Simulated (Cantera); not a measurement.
## Thermodynamics of silicon oxide and oxynitride deposition, feed HMDSO + N2O

A closed system holds: 1 mol HMDSO, 10 mol N2O, equilibrated at 0.133 bar.

Equilibrium computed with Cantera from the NASA thermochemical tables; the gas is ideal and each condensed phase is pure. Candidate condensed phases: C, C6H6, C7H8, C8H18, H2O, Si, SiC, SiO2, Si2N2O, Si3N4; 151 gas species. The feed counts by its element totals alone. The numbers say what is thermodynamically allowed, not how fast it happens.

```
T (K)   x N2    x H2   x H2O      x CO     x CH4   x CO2  n C(graphite)  n SiO2(α-quartz)  n SiO2(β-quartz)
-----  -----  ------  ------  --------  --------  ------  -------------  ----------------  ----------------
575    0.539  0.0602   0.237  0.000448    0.0938  0.0699           2.95              2.00                 0
625    0.524   0.110   0.206   0.00204    0.0778  0.0793           2.97              2.00                 0
675    0.506   0.171   0.170   0.00739    0.0569  0.0882           2.99              2.00                 0
725    0.485   0.232   0.131    0.0220    0.0368  0.0934           2.86              2.00                 0
775    0.462   0.281  0.0916    0.0541    0.0216  0.0890           2.44              2.00                 0
825    0.438   0.314  0.0572     0.108    0.0119  0.0706           1.65              2.00                 0
875    0.416   0.330  0.0311     0.173   0.00635  0.0432          0.635                 0              2.00
925    0.402   0.338  0.0188     0.215   0.00264  0.0241              0                 0              2.00
975    0.400   0.339  0.0200     0.219  0.000574  0.0206              0                 0              2.00
1025   0.400   0.338  0.0217     0.221  0.000137  0.0184              0                 0              2.00
1075   0.400   0.337  0.0234     0.223   3.69e-5  0.0167              0                 0              2.00
1125   0.400   0.335  0.0249     0.225   1.12e-5  0.0152              0                 0              2.00
```
x: gas mole fraction; n: condensed amount in mol.

From 575 K to 825 K the condensed part is C(graphite) + SiO2(α-quartz). At 875 K the condensed part is C(graphite) + SiO2(β-quartz). From 925 K to 1125 K the condensed part is SiO2(β-quartz).
